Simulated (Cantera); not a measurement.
A freely propagating, adiabatic, planar premixed flame of 7.36 % CH₄, 7.36 % CO, 16.7 % O₂, 68.6 % N₂, equivalence ratio 1.1, unburnt at 375 K and 1.00 bar; multicomponent transport, grid criteria slope 0.08 and curve 0.16, no radiation.

Computed with Cantera and GRI-Mech 3.0 (53 species, 325 reactions). Burning velocities carry a grid error of a few per cent, more on coarse grids.

x: mole fraction of selected species; z is measured from the peak of heat release.

```csv
z (mm),T (K),u (m/s),x CH₄,x CO,x O₂,x C₂H₂,x NO₂,x NO
-1.18,375,0.622,0.0736,0.0736,0.167,<1e-8,<1e-8,<1e-8
-0.787,376,0.623,0.0735,0.0735,0.167,<1e-8,<1e-8,<1e-8
-0.590,378,0.629,0.0732,0.0734,0.166,(withheld),<1e-8,<1e-8
-0.393,411,0.686,0.0716,0.0733,0.164,2.06e-7,3.34e-8,3.17e-8
-0.197,776,1.31,0.0551,0.0767,0.140,5.43e-6,7.65e-8,1.02e-6
-0.0983,1205,2.05,0.0323,0.0835,0.104,1.84e-5,1.44e-8,2.88e-6
0,1615,2.75,0.00805,0.0889,0.0589,4.15e-5,<1e-8,6.22e-6
0.0983,1788,3.03,0.000564,0.0786,0.0313,8.08e-6,<1e-8,1.06e-5
0.197,1844,3.10,(withheld),(withheld),(withheld),(withheld),<1e-8,(withheld)
0.393,1906,3.18,2.96e-8,0.0526,0.0155,<1e-8,<1e-8,1.77e-5
0.787,1978,3.28,<1e-8,0.0468,0.0123,<1e-8,<1e-8,2.32e-5
1.57,2056,3.40,<1e-8,0.0435,0.00936,<1e-8,<1e-8,3.12e-5
3.15,2127,3.50,<1e-8,0.0396,0.00647,<1e-8,<1e-8,4.28e-5
```

Task: What belongs in the gaps?

Result: 
- -0.590, x C₂H₂: 1.11e-8
- 0.197, x CH₄: 1.87e-5
- 0.197, x CO: 0.0651
- 0.197, x O₂: 0.0212
- 0.197, x C₂H₂: 2.18e-7
- 0.197, x NO: 1.37e-5
